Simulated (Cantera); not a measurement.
A Cantera script and what it prints.

```python
import numpy as np
import cantera as ct

gas_names = """
    F F2 H HF H2 H2F2 H3F3 H4F4 H5F5 H6F6 H7F7 N NF NF2 NF3 NH NH2 NH3 N2 N2H2 N2H4 Si SiF SiF2 SiF3
    SiF4 SiH SiHF3 SiH2 SiH2F2 SiH3 SiH3F SiH4 SiN Si2 Si2N Si3
""".split()
cond_names = """
    Si(cr) Si(L) Si3N4(a)
""".split()


# ... load() reads the species with a 1 bar reference pressure and builds the phases ...
atoms = {
    'Si3N4': {'Si': 3, 'N': 4},
    'HF': {'H': 1, 'F': 1},
    'N2': {'N': 2},
}
top_T = {'Si3N4(a)': 2400}  # K; cautious upper limits of use, not melting points


# ... equilibrate(T, P, feed) seeds the gas with the atoms and calls Mixture.equilibrate('TP', solver="vcs", rtol=1e-11, max_steps=5000) ...
results = []
T = 1073  # K
P = 34000  # Pa
for m in [0.43, 0.59, 0.8, 1.1, 1.5, 2, 2.8, 3.8, 5.1, 7, 9.5]:
    feed = {'Si3N4': 1, 'HF': 1.4, 'N2': m}  # mol
    mix = equilibrate(T, P, feed)
    results.append((T, P, feed, dict(zip(mix.species_names, mix.species_moles))))

top = {s: max(r[3][s] / sum(r[3][g] for g in gas_names) for r in results) for s in gas_names}
cols = sorted((s for s in top if top[s] > 0.0001), key=lambda s: -top[s])[:7]
seen = [c for c in cond_names if any(r[3].get(c, 0) > 1e-12 for r in results)]
print("log10 of partial pressures in bar; condensed amounts in mol")
print(f"{'n(N2)':>10s}" + "".join(f"{s[:9]:>10s}" for s in cols + seen))
for T, P, feed, n in results:
    ng = sum(n[g] for g in gas_names)
    print(f"{feed['N2']:10.4g}" + "".join(f"{np.log10(max(n[s] / ng * P / 1e5, 1e-99)):10.3f}" for s in cols)
          + "".join(f"{n.get(c, 0):10.4g}" for c in seen))
```

It prints:

```
log10 of partial pressures in bar; condensed amounts in mol
     n(N2)        N2        H2      SiF4        HF     SiHF3  Si3N4(a)
      0.43    -0.881    -0.858    -1.160    -3.500    -3.700    0.8834
      0.59    -0.826    -0.897    -1.199    -3.520    -3.758    0.8834
       0.8    -0.773    -0.943    -1.245    -3.546    -3.824    0.8834
       1.1    -0.721    -1.001    -1.303    -3.581    -3.906    0.8834
       1.5    -0.674    -1.069    -1.370    -3.624    -3.998    0.8834
         2    -0.636    -1.141    -1.442    -3.671    -4.094    0.8834
       2.8    -0.598    -1.235    -1.537    -3.736    -4.219    0.8835
       3.8    -0.569    -1.331    -1.632    -3.802    -4.342    0.8835
       5.1    -0.547    -1.429    -1.731    -3.873    -4.470    0.8835
         7    -0.527    -1.543    -1.844    -3.955    -4.614    0.8835
       9.5    -0.513    -1.657    -1.959    -4.038    -4.760    0.8835
```

Method: chemical equilibrium by Gibbs-energy minimisation in Cantera with the NASA 1993 tables (ideal gas, pure condensed phases). The tables' values for SiF3 are old estimates; treat these amounts as uncertain.
